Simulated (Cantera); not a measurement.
Input: 1 mol MgO, 4.2 mol SO₃, 2.7 mol O₂, equilibrated at 5.10 bar.

Method: chemical equilibrium by Gibbs-energy minimisation in Cantera with the NASA 1993 tables (ideal gas, pure condensed phases). Candidate condensed phases: Mg, MgO, MgS, MgSO₄, S; 14 gas species. Rates play no part. All values below are at 952 °C.

Base state: O₂ 0.548, SO₂ 0.334, SO₃ 0.118 (mole fractions); condensed: MgSO₄(s).

### Question
What changes in the equilibrium state with this change: SO₃ from 4.2 to 0.44 mol?

### Answer
```tsv
species	before	after
O₂	0.548	0.999
SO₂	0.334	0.000907
SO₃	0.118	0.000432
MgSO₄(s), mol	1.00	0.436
MgO(s), mol	0	0.564
```
Mutual solubility and eutectic melting of coexisting phases are not modelled.
